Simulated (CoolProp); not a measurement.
Vapour-liquid equilibrium of propane (1) + c-C4F8 (RC318) (2) at 754 kPa; x and y are mole fractions of (1).

Values from CoolProp's multi-fluid Helmholtz-energy mixture model, Lemmon 2009 and Platzer 1990; pair parameters Bell 2016. This equation is an older, rougher fit; its heat capacities, sound speeds and derivatives of the liquid may be far off and weren't checked against measurements.

| x | bubble temperature (°C) | y at the bubble point | dew temperature at overall composition x (°C) | liquid density (mol/L) |
|---|---|---|---|---|
| 0.05 | 49.0 | 0.173 | … | 7.048 |
| 0.125 | 40.3 | 0.372 | … | 7.387 |
| 0.2 | 33.6 | 0.508 | … | 7.696 |
| 0.275 | 28.6 | 0.598 | 44.7 | 7.981 |
| 0.35 | 25.1 | 0.659 | 41.4 | 8.252 |
| 0.425 | 22.6 | 0.703 | 37.8 | 8.522 |
| 0.5 | 20.8 | 0.737 | 34.0 | 8.800 |
| 0.575 | 19.4 | 0.765 | 29.9 | 9.097 |
| 0.65 | 18.2 | 0.792 | 25.7 | 9.422 |
| 0.725 | 17.3 | 0.820 | 21.4 | 9.782 |
| 0.8 | 16.6 | … | 17.9 | … |
| 0.875 | 16.1 | 0.892 | 16.2 | 10.63 |
| 0.95 | 15.9 | 0.949 | 15.9 | 11.12 |

Problem. Fill in the missing entries.

Solution. 
- 0.05, dew temperature at overall composition x (°C): 53.9
- 0.125, dew temperature at overall composition x (°C): 51.0
- 0.2, dew temperature at overall composition x (°C): 47.9
- 0.8, y at the bubble point: 0.852
- 0.8, liquid density (mol/L): 10.18

y crosses x between x = 0.875 and 0.95: the model has an azeotrope there.

The pair parameters rest on a limited set of measurements; away from them the model extrapolates.
